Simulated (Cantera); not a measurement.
Input: 1 mol TiO2, 0.36 mol SiCl4, 8.3 mol O2, at 1648.15 K and 26.0 Pa.

Method: chemical equilibrium by Gibbs-energy minimisation in Cantera with the NASA 1993 tables (ideal gas, pure condensed phases). Candidate condensed phases: Si, SiO2, Ti, TiCl2, TiCl3, TiCl4, TiO, TiO2, Ti2O3, Ti3O5, Ti4O7; 24 gas species. Mutual solubility and eutectic melting of coexisting phases are not modelled. The tables hold silica as quartz up to 1696 K and as liquid above; real silica turns to tridymite and cristobalite and melts near 1996 K. Condensed phases not in the tables: alloys, solid solutions and most ternary compounds. Equilibrium is a limit: real reactors are often held back by kinetics, nucleation or transport.

Base state: O2 0.845, Cl 0.153, O 0.00145, Cl2 0.000289, ClO 4.69e-5 (mole fractions); condensed: SiO2(β-quartz) + TiO2(rutile).

Problem. What changes in the equilibrium state with this change: temperature from 1648.15 K to 1225 K?

Solution. 
| species | before | after |
|---|---|---|
| O2 | 0.845 | 0.882 |
| Cl | 0.153 | 0.0770 |
| Cl2 | 0.000289 | 0.0414 |
| O | 0.00145 | 2.45e-6 |
| ClO | 4.69e-5 | 4.38e-5 |
| SiO2(β-quartz), mol | 0.360 | 0.360 |
| TiO2(rutile), mol | 1.000 | 1.00 |
